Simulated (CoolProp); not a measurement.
Vapour-liquid equilibrium of C2F6 (R116) (1) + propane (2) at -26.75 °C; x and y are mole fractions of (1).

Values from CoolProp's multi-fluid Helmholtz-energy mixture model, Lemmon 2006 and Lemmon 2009; pair parameters Bell 2016.

```tsv
x	bubble pressure, mixture model (MPa)	bubble pressure, Raoult's law (MPa)	y, mixture model	y, Raoult's law
0.05	0.3683	0.2232	0.481	0.190
0.15	0.5695	0.2890	0.670	0.440
0.25	0.6570	0.3548	0.720	0.598
0.35	0.6977	0.4205	0.743	0.706
0.45	0.7235	0.4863	0.758	0.785
0.55	0.7474	0.5520	0.776	0.845
0.65	0.7732	0.6178	0.801	0.892
0.75	0.8003	0.6835	0.836	0.930
0.85	0.8254	0.7493	0.886	0.962
0.95	0.8434	0.8150	0.956	0.988
```

The largest gap from Raoult's law is +97.1 % in bubble pressure, at x = 0.15. No azeotrope shows between x = 0.05 and 0.95.

Pair parameters are fitted to limited data, so mixtures are less certain than the pure fluids. With so large a gap from Raoult's law the liquid may split in two, which this calculation doesn't test in full.
